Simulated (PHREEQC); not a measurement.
0.1 g of hydrous ferric oxide (600 m²/g; 0.2 weak and 0.005 strong sites per Fe, Dzombak-Morel constants, diffuse double layer) in 1 kg of water with 0.3 mol/kgw of an inert sodium salt and 0.00049 mmol/kgw CuSO4, at 25 °C; the pH is set by adding NaOH or the inert anion's acid. O2 is buffered at 0.21 atm. The system is closed to CO2. Precipitation was switched off in this run.

The numbers come from PHREEQC with the ion-association model, wateq4f.dat.

Question: Predict S sorbed (%) at pH = 5.5, 6.5.

Answer: 
| pH | S sorbed (%) |
|---|---|
| 5.5 | 26.4 |
| 6.5 | 3.2 |

The database's constant for dissolved Cu(OH)2 is higher than later reviews accept. The oxide is taken as insoluble; below pH 4 it would dissolve.
